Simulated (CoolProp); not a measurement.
Properties of toluene along the isotherm 332.25 °C.

The numbers come from the reference Helmholtz-energy equation of state, Lemmon 2006 in CoolProp. It is a short technical equation, of lower accuracy than the large ones.

```
p (kPa)          phase  density (kg/m³)  speed of sound (m/s)  expansivity (1/kK)  viscosity (µPa s)
-------  -------------  ---------------  --------------------  ------------------  -----------------
2950               gas            76.58                 172.8               5.179               15.0
5890     supercritical            433.7                 190.3               10.50               50.4
8840     supercritical            502.9                 310.0               4.233               66.6
11800    supercritical            535.5                 382.9               3.015               75.9
14700    supercritical            557.4                 438.1               2.455               82.9
17700    supercritical            574.9                 485.9               2.106               89.0
20600    supercritical            588.8                 526.1               1.877               94.1
23600    supercritical            601.2                 563.4               1.703               99.0
26500    supercritical            611.6                 596.1               1.573                103
29500    supercritical            621.2                 627.3               1.466                108
32400    supercritical            629.7                 655.4               1.380                111
35400    supercritical            637.6                 682.6               1.305                115
38300    supercritical            644.8                 707.3               1.244                119
41300    supercritical            651.6                 731.6               1.188                122
```

Viscosity comes from a separate model (Avgeri 2015).
